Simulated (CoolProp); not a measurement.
n-nonane at 512.81 K and 6.97 MPa is throttled through a valve to 1.8 MPa with no heat exchange. Each further row changes one setting.

Values from CoolProp's reference Helmholtz-energy equation of state, Lemmon 2006. It is a short technical equation, of lower accuracy than the large ones.

```json
[
 {"case": "as stated", "temperature change (K)": "?", "final phase": "liquid", "final density (kg/m³)": "?"},
 {"case": "outlet pressure 0.54 MPa", "temperature change (K)": "?", "final phase": "?", "final density (kg/m³)": "?"},
 {"case": "outlet pressure 2.34 MPa", "temperature change (K)": "?", "final phase": "liquid", "final density (kg/m³)": "?"}
]
```

### Question
Some entries are withheld; supply them.

### Answer

- as stated, temperature change (K): -0.2
- as stated, final density (kg/m³): 520
- outlet pressure 0.54 MPa, temperature change (K): -12.1
- outlet pressure 0.54 MPa, final phase: two-phase, vapour fraction 0.161
- outlet pressure 0.54 MPa, final density (kg/m³): 106
- outlet pressure 2.34 MPa, temperature change (K): -0.1
- outlet pressure 2.34 MPa, final density (kg/m³): 523
